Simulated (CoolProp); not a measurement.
Vapour pressure (MPa) of propylene: the reference equation beside estimates from Tc = 364.2 K, pc = 4.555 MPa, ω = 0.146.

The numbers come from the reference Helmholtz-energy equation of state, Lemmon 2013 in CoolProp.

```json
[
 {"T (K)": "276.7", "reference": "0.6485", "Lee-Kesler": "0.6506", "Soave-Redlich-Kwong": "0.6524", "Peng-Robinson": "0.6470"},
 {"T (K)": "282.3", "reference": "0.7604", "Lee-Kesler": "0.7631", "Soave-Redlich-Kwong": "0.7662", "Peng-Robinson": "0.7590"},
 {"T (K)": "287.9", "reference": "0.8860", "Lee-Kesler": "0.8892", "Soave-Redlich-Kwong": "0.8939", "Peng-Robinson": "0.8848"},
 {"T (K)": "293.4", "reference": "1.024", "Lee-Kesler": "1.027", "Soave-Redlich-Kwong": "1.034", "Peng-Robinson": "1.023"},
 {"T (K)": "299", "reference": "1.179", "Lee-Kesler": "1.183", "Soave-Redlich-Kwong": "1.192", "Peng-Robinson": "1.179"},
 {"T (K)": "304.6", "reference": "1.351", "Lee-Kesler": "1.355", "Soave-Redlich-Kwong": "1.368", "Peng-Robinson": "1.352"},
 {"T (K)": "310.1", "reference": "1.537", "Lee-Kesler": "1.541", "Soave-Redlich-Kwong": "1.557", "Peng-Robinson": "1.540"},
 {"T (K)": "315.7", "reference": "1.746", "Lee-Kesler": "1.748", "Soave-Redlich-Kwong": "1.769", "Peng-Robinson": "1.750"}
]
```

Absolute difference from the reference over all 8 rows, mean and median: Lee-Kesler 0.3 and 0.3 %, Soave-Redlich-Kwong 1.0 and 1.0 %, Peng-Robinson 0.1 and 0.2 %.
